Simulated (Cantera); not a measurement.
Input (Python, Cantera) and output of one run.

```python
import numpy as np
import cantera as ct

gas_names = [...]  # 109 gases of nasa_gas.yaml made of C, Cl, H, Si
cond_names = """
    C(gr) C6H6(L) C7H8(L) C8H18(L),n-octa Si(cr) Si(L) SiC(b)
""".split()


# ... load() reads the species with a 1 bar reference pressure and builds the phases ...
atoms = {
    'SiHCl3': {'Si': 1, 'H': 1, 'CL': 3},
    'C2H2': {'C': 2, 'H': 2},
    'H2': {'H': 2},
}
top_T = {'C(gr)': 4500, 'SiC(b)': 3050}  # K; cautious upper limits of use, not melting points


# ... equilibrate(T, P, feed) seeds the gas with the atoms and calls Mixture.equilibrate('TP', solver="vcs", rtol=1e-11, max_steps=5000) ...
results = []
feed = {'SiHCl3': 1, 'C2H2': 0.039, 'H2': 820}  # mol
P = 13332.2  # Pa
for T in [1925, 1950, 1975, 2000, 2025, 2050, 2075, 2100, 2125, 2150]:
    mix = equilibrate(T, P, feed)
    results.append((T, P, feed, dict(zip(mix.species_names, mix.species_moles))))

top = {s: max(r[3][s] / sum(r[3][g] for g in gas_names) for r in results) for s in gas_names}
cols = sorted((s for s in top if top[s] > 0.0001), key=lambda s: -top[s])[:8]
seen = [c for c in cond_names if any(r[3].get(c, 0) > 1e-12 for r in results)]
print("log10 of partial pressures in bar; condensed amounts in mol")
print(f"{'T/K':>10s}" + "".join(f"{s[:9]:>10s}" for s in cols + seen))
for T, P, feed, n in results:
    ng = sum(n[g] for g in gas_names)
    print(f"{T:10.4g}" + "".join(f"{np.log10(max(n[s] / ng * P / 1e5, 1e-99)):10.3f}" for s in cols)
          + "".join(f"{n.get(c, 0):10.4g}" for c in seen))
```

Output:

```
log10 of partial pressures in bar; condensed amounts in mol
       T/K        H2         H       HCL        Si       SiH      SiH2     Si(L)    SiC(b)
      1925    -0.878    -3.458    -3.323    -4.759    -5.288    -5.045    0.6922   0.07216
      1950    -0.878    -3.380    -3.324    -4.623    -5.179    -4.979    0.6324   0.07035
      1975    -0.878    -3.303    -3.324    -4.490    -5.072    -4.915    0.5551   0.06776
      2000    -0.879    -3.228    -3.324    -4.361    -4.969    -4.853    0.4556   0.06404
      2025    -0.879    -3.155    -3.325    -4.235    -4.868    -4.792    0.3281   0.05874
      2050    -0.880    -3.084    -3.326    -4.112    -4.770    -4.733    0.1654   0.05123
      2075    -0.880    -3.015    -3.326    -4.010    -4.692    -4.694         0   0.04059
      2100    -0.881    -2.947    -3.325    -3.989    -4.695    -4.734         0   0.02272
      2125    -0.882    -2.881    -3.325    -3.966    -4.695    -4.771         0         0
      2150    -0.882    -2.816    -3.325    -3.949    -4.701    -4.813         0         0
```

Cantera equilibrium calculation (NASA polynomials, part measured and part estimated; ideal gas, pure solids and liquids). Mutual solubility and eutectic melting of coexisting phases are not modelled. The tables' values for SiCl are old estimates; treat these amounts as uncertain. Gases not in the tables: Si2H6 and higher silanes.
